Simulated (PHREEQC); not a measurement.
## Buffer: an equilibrium model

Dissolve 0.27 mol/kgw HF and 0.011 mol/kgw Na2SO4 at 25 °C. Closed to the air; pH follows from the charge balance.

The numbers come from PHREEQC with the ion-association model, wateq4f.dat.

pH: 1.97
ionic strength: 0.0407 mol/kgw
total alkalinity: -270 meq/kg

| species | molality | activity | log γ |
|---|---|---|---|
| HF | 0.142 | 0.143 | 0.004 |
| H2F2 | 0.0529 | 0.0534 | 0.004 |
| Na+ | 0.0216 | 0.0180 | -0.078 |
| H+ | 0.0126 | 0.0108 | -0.064 |
| F- | 0.0107 | 0.00881 | -0.084 |
| SO4-2 | 0.00658 | 0.00322 | -0.311 |
| HF2- | 0.00586 | 0.00484 | -0.084 |
| HSO4- | 0.00407 | 0.00339 | -0.079 |
| NaSO4- | 0.000346 | 0.000291 | -0.076 |
| NaF | 9.04e-5 | 9.13e-5 | 0.004 |

Precipitation was switched off in this run. wateq4f.dat counts part of the HF as a dimer, H2F2, which phreeqc.dat doesn't know; its constant is uncertain.
